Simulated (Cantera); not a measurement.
Source: NASA polynomial tables (part measured, part estimated), evaluated in Cantera. Values are per mole of reaction as written; species without (g) are pure solids or liquids, kept so even where they would boil at 1 bar.

2 Al2O(g) + H2(g) ⇌ 4 Al + 2 OH(g), with ΔH° = 369.1 kJ and ΔS° = -154.5 J/K at 300 K.

### Question
How far is the shortcut ΔG° ≈ ΔH°(300 K) − T·ΔS°(300 K) from the full temperature-dependent value at 823, 1023, 1223, 1423, 1623, 1823, 2023, 2223, 2423, 2623, 2823 K?

### Answer
```json
[
 {"T (K)": "823", "shortcut (kJ)": "496.3", "full (kJ)": "488.9", "difference (kJ)": "7.4", "difference in log10 K": "-0.47", "condensed phases": "Al(s)"},
 {"T (K)": "1023", "shortcut (kJ)": "527.2", "full (kJ)": "509.7", "difference (kJ)": "17.5", "difference in log10 K": "-0.89", "condensed phases": "Al(l)"},
 {"T (K)": "1223", "shortcut (kJ)": "558.1", "full (kJ)": "523.9", "difference (kJ)": "34.2", "difference in log10 K": "-1.46", "condensed phases": "Al(l)"},
 {"T (K)": "1423", "shortcut (kJ)": "589.0", "full (kJ)": "536.9", "difference (kJ)": "52.1", "difference in log10 K": "-1.91", "condensed phases": "Al(l)"},
 {"T (K)": "1623", "shortcut (kJ)": "619.9", "full (kJ)": "548.9", "difference (kJ)": "71.0", "difference in log10 K": "-2.29", "condensed phases": "Al(l)"},
 {"T (K)": "1823", "shortcut (kJ)": "650.8", "full (kJ)": "559.9", "difference (kJ)": "90.9", "difference in log10 K": "-2.60", "condensed phases": "Al(l)"},
 {"T (K)": "2023", "shortcut (kJ)": "681.7", "full (kJ)": "570.1", "difference (kJ)": "111.6", "difference in log10 K": "-2.88", "condensed phases": "Al(l)"},
 {"T (K)": "2223", "shortcut (kJ)": "712.6", "full (kJ)": "579.5", "difference (kJ)": "133.1", "difference in log10 K": "-3.13", "condensed phases": "Al(l)"},
 {"T (K)": "2423", "shortcut (kJ)": "743.5", "full (kJ)": "588.3", "difference (kJ)": "155.3", "difference in log10 K": "-3.35", "condensed phases": "Al(l)"},
 {"T (K)": "2623", "shortcut (kJ)": "774.4", "full (kJ)": "596.4", "difference (kJ)": "178.1", "difference in log10 K": "-3.55", "condensed phases": "Al(l)"},
 {"T (K)": "2823", "shortcut (kJ)": "805.3", "full (kJ)": "603.9", "difference (kJ)": "201.5", "difference in log10 K": "-3.73", "condensed phases": "Al(l)"}
]
```
The shortcut ignores heat capacities and the phase changes listed.
